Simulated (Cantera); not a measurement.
A closed system holds: 1 mol SiH2Cl2, 0.17 mol HCl, 5.1 mol H2, at 75.0 Torr.

Equilibrium computed with Cantera from the NASA thermochemical tables; the gas is ideal and each condensed phase is pure. Candidate condensed phases: Si; 19 gas species. The tables' values for SiCl3, SiCl are old estimates; treat these amounts as uncertain. Gases not in the tables: Si2H6 and higher silanes. Kinetics and transport are ignored.

x: gas mole fraction; n: condensed amount in mol.

| T (°C) | x H2 | x HCl | x SiCl2 | x H | x SiCl3 | x Si | x SiCl | n Si(l) |
|---|---|---|---|---|---|---|---|---|
| 1500 | 0.782 | 0.137 | 0.0771 | 0.000796 | 0.00215 | 2.13e-5 | 0.000106 | 0.421 |
| 1550 | 0.780 | 0.141 | 0.0759 | 0.00121 | 0.00175 | 4.42e-5 | 0.000168 | 0.432 |
| 1600 | 0.777 | 0.144 | 0.0746 | … | 0.00143 | … | 0.000260 | 0.443 |
| 1650 | 0.775 | 0.147 | 0.0733 | 0.00262 | 0.00118 | 0.000170 | 0.000392 | 0.453 |
| 1700 | 0.772 | 0.150 | 0.0719 | 0.00375 | 0.000981 | 0.000316 | 0.000577 | 0.461 |
| 1750 | 0.769 | 0.152 | 0.0704 | 0.00527 | 0.000821 | 0.000569 | 0.000833 | 0.468 |
| 1800 | 0.765 | 0.155 | 0.0689 | … | 0.000691 | … | 0.00118 | 0.473 |
| 1850 | 0.760 | 0.157 | 0.0673 | 0.00989 | 0.000584 | 0.00170 | 0.00164 | 0.474 |

Problem. Fill in the missing entries.

Solution. 
- 1800, x H: 0.00727
- 1800, x Si: 0.000997
- 1600, x H: 0.00180
- 1600, x Si: 8.82e-5
